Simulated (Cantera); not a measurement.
An isothermal, constant-pressure homogeneous reactor starts with H2 : O2 : N2 = 0.011 : 1 : 0.34 (molar parts), equivalence ratio 0.0055, at 1050 K and 0.0118 atm.

Model: the H2/O2 subset of GRI-Mech 3.0, which has no nitrogen chemistry, integrated in Cantera. Radical loss at walls, strong at low pressure, is not modelled.

x: mole fraction; the columns are a selection and need not sum to one.

```tsv
t (s)	x H2	x O2	x H2O	x H	x O
2.00e-5	0.00814	0.740	<1e-12	3.61e-12	<1e-12
4.33e-5	0.00814	0.740	<1e-12	7.22e-12	1.18e-12
9.38e-5	0.00814	0.740	<1e-12	1.34e-11	4.96e-12
0.000203	0.00814	0.740	2.28e-12	2.25e-11	1.90e-11
0.000440	0.00814	0.740	1.68e-11	3.55e-11	6.59e-11
0.000953	0.00814	0.740	1.12e-10	6.60e-11	2.28e-10
0.00206	0.00814	0.740	8.03e-10	1.93e-10	1.00e-9
0.00447	0.00814	0.740	1.02e-8	1.53e-9	9.42e-9
0.00969	0.00814	0.740	8.80e-7	1.20e-7	7.54e-7
0.0210	?	0.737	0.00320	0.000629	0.00244
0.0454	?	0.734	0.00770	0.000431	0.00511
0.0984	?	0.736	0.00788	0.000224	0.00350
0.213	?	0.737	0.00801	8.30e-5	0.00181
0.462	?	0.738	0.00810	1.94e-5	0.000688
1.00	?	0.739	0.00814	3.13e-6	0.000204
```

Q: Fill in the missing entries.

A: 
- 0.0210, x H2: 0.00418
- 0.0454, x H2: 4.91e-5
- 0.0984, x H2: 2.59e-5
- 0.213, x H2: 1.33e-5
- 0.462, x H2: 5.00e-6
- 1.00, x H2: 1.44e-6
